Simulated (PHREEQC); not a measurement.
Consider water at 25 °C with 35 mmol/kgw FeCl3, 0.034 mmol/kgw CuCl2 and 3.6 mmol/kgw H2SO4. Closed to the air; pH follows from the charge balance.

Equilibrium calculation in PHREEQC: ion-association model, phreeqc.dat.

Task: The ionic strength comes out as 0.157 mol/kgw. What activity coefficients do CuCl+, Cu+2, FeCl2+, Cl-, FeOH+2 get?

Result: CuCl+ 0.74, Cu+2 0.35, FeCl2+ 0.76, Cl- 0.73, FeOH+2 0.32.

This is a speciation only: nothing precipitates in the calculation. The solution is supersaturated, for example in Hematite (slow to form), Goethite (slow to form), so a real one may precipitate; this is no full list. Complexes and solids missing from the database can't appear.
